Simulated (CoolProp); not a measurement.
Vapour-liquid equilibrium of carbon dioxide (1) + CH3F (R41) (2) at 28.8 bar; x and y are mole fractions of (1).

The numbers come from the multi-fluid Helmholtz-energy mixture model, Span 1996 and Lemmon 2006; pair parameters Bell 2016 in CoolProp.

```csv
x,"bubble temperature, mixture model (K)","bubble temperature, Raoult's law (K)","y, mixture model","y, Raoult's law"
0.05,285.2,285.0,0.067,0.082
0.2,281.7,281.2,0.254,0.298
0.35,278.6,277.8,0.424,0.478
0.5,275.6,274.7,0.580,0.631
0.65,272.7,271.9,0.723,0.760
0.8,269.9,269.3,0.853,0.873
0.95,267.1,266.9,0.966,0.970
```

The largest gap from Raoult's law is +0.9 K in bubble temperature, at x = 0.5. No azeotrope shows between x = 0.05 and 0.95.

The pair parameters rest on a limited set of measurements; away from them the model extrapolates.
